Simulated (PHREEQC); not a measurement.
3.9 g of hydrous ferric oxide (600 m²/g; 0.2 weak and 0.005 strong sites per Fe, Dzombak-Morel constants, diffuse double layer) in 1 kg of water with 0.001 mol/kgw of an inert sodium salt, at 25 °C; the pH is set by adding NaOH or the inert anion's acid. O2 is buffered at 0.21 atm. No CO2 enters from the air. Nothing may precipitate in this run.

Base run: PHREEQC, ion-association model, wateq4f.dat. Each further column changes one thing. The table gives surface potential ψ (mV).

| pH | base | background salt from 0.001 to 0.0001 mol/kgw | 0.016 mol/kgw Na2SO4 added |
|---|---|---|---|
| 4 | 200 | [?] | [?] |
| 5.33 | 152 | [?] | [?] |
| 6.67 | 82 | 84 | 31 |
| 8 | 6 | 6 | 0 |
| 9.33 | -70 | [?] | -61 |
| 10.67 | -140 | [?] | -117 |
| 12 | -174 | [?] | -152 |

**Question.** Complete the blanks.

**Answer.** 
- 4, background salt from 0.001 to 0.0001 mol/kgw: 205
- 4, 0.016 mol/kgw Na2SO4 added: 51
- 5.33, background salt from 0.001 to 0.0001 mol/kgw: 157
- 5.33, 0.016 mol/kgw Na2SO4 added: 48
- 9.33, background salt from 0.001 to 0.0001 mol/kgw: -71
- 10.67, background salt from 0.001 to 0.0001 mol/kgw: -143
- 12, background salt from 0.001 to 0.0001 mol/kgw: -175
